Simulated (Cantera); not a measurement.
What does this Cantera script print?

```python
import numpy as np
import cantera as ct

gas_names = """
    CL CL2 H HCL H2 Si SiCL SiCL2 SiCL3 SiCL4 SiH SiHCL3 SiH2 SiH2CL2 SiH3 SiH3CL SiH4 Si2 Si3
""".split()
cond_names = """
    Si(cr) Si(L)
""".split()


# ... load() reads the species with a 1 bar reference pressure and builds the phases ...
atoms = {
    'SiCl4': {'Si': 1, 'CL': 4},
    'H2': {'H': 2},
}
top_T = {}  # K; cautious upper limits of use, not melting points


# ... equilibrate(T, P, feed) seeds the gas with the atoms and calls Mixture.equilibrate('TP', solver="vcs", rtol=1e-11, max_steps=5000) ...
results = []
feed = {'SiCl4': 1, 'H2': 10}  # mol
P = 81000  # Pa
for T in [1500, 1550, 1600, 1650, 1700, 1750, 1800, 1850, 1900, 1950, 2000, 2050, 2100]:
    mix = equilibrate(T, P, feed)
    results.append((T, P, feed, dict(zip(mix.species_names, mix.species_moles))))
    x = sorted(zip(gas.X, gas.species_names), reverse=True)
    print(f"T = {T:g} K  P = {P:g} Pa  gas = {mix.phase_moles(0):.4g} mol")
    print("   x: " + "  ".join(f"{s} {v:.3e}" for v, s in x if v > 1e-05))
    print("   condensed (mol): " + ("  ".join(f"{mix.phase(i).name} {mix.phase_moles(i):.4g}"
          for i in range(1, mix.n_phases) if mix.phase_moles(i) > 1e-12) or "none"))
```

Output:

```
T = 1500 K  P = 81000 Pa  gas = 11.63 mol
   x: H2 7.935e-01  HCL 1.205e-01  SiCL2 4.730e-02  SiCL3 1.435e-02  SiCL4 1.382e-02  SiHCL3 9.424e-03  SiH2CL2 1.022e-03  SiH3CL 3.253e-05  H 1.742e-05
   condensed (mol): none
T = 1550 K  P = 81000 Pa  gas = 11.72 mol
   x: H2 7.827e-01  HCL 1.320e-01  SiCL2 5.505e-02  SiCL3 1.349e-02  SiCL4 9.209e-03  SiHCL3 6.714e-03  SiH2CL2 7.985e-04  H 3.096e-05  SiH3CL 2.813e-05
   condensed (mol): none
T = 1600 K  P = 81000 Pa  gas = 11.8 mol
   x: H2 7.741e-01  HCL 1.411e-01  SiCL2 6.148e-02  SiCL3 1.211e-02  SiCL4 5.873e-03  SiHCL3 4.654e-03  SiH2CL2 6.159e-04  H 5.315e-05  SiH3CL 2.435e-05
   condensed (mol): none
T = 1650 K  P = 81000 Pa  gas = 11.85 mol
   x: H2 7.677e-01  HCL 1.478e-01  SiCL2 6.655e-02  SiCL3 1.050e-02  SiCL4 3.638e-03  SiHCL3 3.173e-03  SiH2CL2 4.724e-04  H 8.844e-05  SiH3CL 2.119e-05  CL 1.335e-05
   condensed (mol): none
T = 1700 K  P = 81000 Pa  gas = 11.89 mol
   x: H2 7.630e-01  HCL 1.527e-01  SiCL2 7.040e-02  SiCL3 8.916e-03  SiCL4 2.223e-03  SiHCL3 2.149e-03  SiH2CL2 3.624e-04  H 1.430e-04  CL 2.225e-05  SiH3CL 1.854e-05  SiCL 1.375e-05
   condensed (mol): none
T = 1750 K  P = 81000 Pa  gas = 11.92 mol
   x: H2 7.597e-01  HCL 1.562e-01  SiCL2 7.326e-02  SiCL3 7.479e-03  SiHCL3 1.459e-03  SiCL4 1.357e-03  SiH2CL2 2.792e-04  H 2.252e-04  CL 3.571e-05  SiCL 2.411e-05  SiH3CL 1.633e-05  SiH2 1.087e-05
   condensed (mol): none
T = 1800 K  P = 81000 Pa  gas = 11.94 mol
   x: H2 7.572e-01  HCL 1.586e-01  SiCL2 7.538e-02  SiCL3 6.242e-03  SiHCL3 9.987e-04  SiCL4 8.339e-04  H 3.462e-04  SiH2CL2 2.167e-04  CL 5.551e-05  SiCL 4.084e-05  SiH2 1.662e-05  SiH3CL 1.448e-05
   condensed (mol): none
T = 1850 K  P = 81000 Pa  gas = 11.96 mol
   x: H2 7.554e-01  HCL 1.604e-01  SiCL2 7.693e-02  SiCL3 5.210e-03  SiHCL3 6.913e-04  H 5.202e-04  SiCL4 5.194e-04  SiH2CL2 1.697e-04  CL 8.395e-05  SiCL 6.708e-05  SiH2 2.490e-05  SiH3CL 1.291e-05
   condensed (mol): none
T = 1900 K  P = 81000 Pa  gas = 11.97 mol
   x: H2 7.538e-01  HCL 1.617e-01  SiCL2 7.807e-02  SiCL3 4.361e-03  H 7.656e-04  SiHCL3 4.850e-04  SiCL4 3.288e-04  SiH2CL2 1.342e-04  CL 1.239e-04  SiCL 1.071e-04  SiH2 3.656e-05  Si 1.295e-05  SiH3CL 1.157e-05
   condensed (mol): none
T = 1950 K  P = 81000 Pa  gas = 11.98 mol
   x: H2 7.525e-01  HCL 1.627e-01  SiCL2 7.888e-02  SiCL3 3.666e-03  H 1.105e-03  SiHCL3 3.450e-04  SiCL4 2.118e-04  CL 1.791e-04  SiCL 1.665e-04  SiH2CL2 1.071e-04  SiH2 5.263e-05  Si 2.593e-05  SiH 1.548e-05  SiH3CL 1.042e-05
   condensed (mol): none
T = 2000 K  P = 81000 Pa  gas = 11.99 mol
   x: H2 7.513e-01  HCL 1.635e-01  SiCL2 7.942e-02  SiCL3 3.098e-03  H 1.566e-03  CL 2.539e-04  SiCL 2.528e-04  SiHCL3 2.489e-04  SiCL4 1.390e-04  SiH2CL2 8.628e-05  SiH2 7.434e-05  Si 5.010e-05  SiH 2.651e-05
   condensed (mol): none
T = 2050 K  P = 81000 Pa  gas = 12 mol
   x: H2 7.499e-01  HCL 1.642e-01  SiCL2 7.973e-02  SiCL3 2.634e-03  H 2.183e-03  SiCL 3.752e-04  CL 3.538e-04  SiHCL3 1.821e-04  SiH2 1.031e-04  Si 9.357e-05  SiCL4 9.283e-05  SiH2CL2 7.011e-05  SiH 4.412e-05
   condensed (mol): none
T = 2100 K  P = 81000 Pa  gas = 12.01 mol
   x: H2 7.477e-01  HCL 1.663e-01  SiCL2 7.912e-02  H 2.994e-03  SiCL3 2.251e-03  SiCL 5.353e-04  CL 4.898e-04  Si 1.647e-04  SiH2 1.364e-04  SiHCL3 1.349e-04  SiH 6.954e-05  SiCL4 6.370e-05  SiH2CL2 5.685e-05
   condensed (mol): Si(L) 0.008593
```

Cantera equilibrium calculation (NASA polynomials, part measured and part estimated; ideal gas, pure solids and liquids). The tables' values for SiCl3, SiCl are old estimates; treat these amounts as uncertain. Gases not in the tables: Si2H6 and higher silanes.
